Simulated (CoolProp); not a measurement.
Decamethylcyclopentasiloxane (D5) along the isobar 2910 kPa: Z from the reference equation and from simpler models built on Tc = 618.3 K, pc = 1078 kPa, ω = 0.631; each cubic takes its own stable root.

Values from CoolProp's reference Helmholtz-energy equation of state, Thol 2019.

| T (K) | phase | reference |
|---|---|---|
| 295.8 | liquid | 0.4570 |
| 314.8 | liquid | 0.4384 |
| 333.9 | liquid | 0.4222 |
| 353 | liquid | 0.4081 |
| 372 | liquid | 0.3959 |
| 391.1 | liquid | 0.3852 |
| 410.2 | liquid | 0.3761 |
| 429.2 | liquid | 0.3683 |
| 448.3 | liquid | 0.3618 |

How far does each simpler model (Redlich-Kwong, Soave-Redlich-Kwong, Peng-Robinson) lie from the reference over these 9 states: mean and median of the absolute difference, and the worst?


- Redlich-Kwong: mean 21.8 %, median 21.6 %, worst +23.5 % at 295.8 K and 2910 kPa
- Soave-Redlich-Kwong: mean 14.9 %, median 14.6 %, worst +18.2 % at 295.8 K and 2910 kPa
- Peng-Robinson: mean 2.4 %, median 2.0 %, worst +5.5 % at 295.8 K and 2910 kPa
